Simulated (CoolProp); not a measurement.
Vapour-liquid equilibrium of p-xylene (1) + n-decane (2) at 540.4 K; x and y are mole fractions of (1).

Model: multi-fluid Helmholtz-energy mixture model, Zhou 2012 and Lemmon 2006; pair parameters Bell 2016, in CoolProp.

```json
[
 {"x": "0.05", "bubble pressure (kPa)": "706.0", "y at the bubble point": "0.078", "dew pressure at overall composition x (kPa)": "695.2", "liquid density (mol/L)": "3.593"},
 {"x": "0.2", "bubble pressure (kPa)": "794.7", "y at the bubble point": "0.285", "dew pressure at overall composition x (kPa)": "756.1", "liquid density (mol/L)": "3.811"},
 {"x": "0.35", "bubble pressure (kPa)": "884.1", "y at the bubble point": "0.459", "dew pressure at overall composition x (kPa)": "826.2", "liquid density (mol/L)": "4.057"},
 {"x": "0.5", "bubble pressure (kPa)": "974.5", "y at the bubble point": "0.609", "dew pressure at overall composition x (kPa)": "907.2", "liquid density (mol/L)": "4.335"},
 {"x": "0.65", "bubble pressure (kPa)": "1066", "y at the bubble point": "0.741", "dew pressure at overall composition x (kPa)": "1001", "liquid density (mol/L)": "4.653"},
 {"x": "0.8", "bubble pressure (kPa)": "1160", "y at the bubble point": "0.860", "dew pressure at overall composition x (kPa)": "1111", "liquid density (mol/L)": "5.020"},
 {"x": "0.95", "bubble pressure (kPa)": "1255", "y at the bubble point": "0.967", "dew pressure at overall composition x (kPa)": "1240", "liquid density (mol/L)": "5.447"}
]
```

No azeotrope shows between x = 0.05 and 0.95.

Pair parameters are fitted to limited data, so mixtures are less certain than the pure fluids.
